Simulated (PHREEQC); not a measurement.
0.33 g of hydrous ferric oxide (600 m²/g; 0.2 weak and 0.005 strong sites per Fe, Dzombak-Morel constants, diffuse double layer) in 1 kg of water with 0.05 mol/kgw of an inert sodium salt and 0.0021 mol/kgw NiCl2 and 0.00041 mol/kgw BaCl2, at 25 °C; the pH is set by adding NaOH or the inert anion's acid. O2 is buffered at 0.21 atm. The system is closed to CO2. Nothing may precipitate in this run.

Computed with PHREEQC (ion-association model, wateq4f.dat).

Problem. Predict Ni sorbed (%), surface charge σ (C/m²), surface potential ψ (mV) at pH = 4.12, 7.5.

Solution. 
```tsv
pH	Ni sorbed (%)	surface charge σ (C/m²)	surface potential ψ (mV)
4.12	0.0	0.288	155
7.5	17.9	0.080	91
```

Along this series the solution becomes supersaturated in solids that the run did not let form, among them Ni(OH)2. Complexes and solids missing from the database can't appear. The oxide is taken as insoluble; below pH 4 it would dissolve.
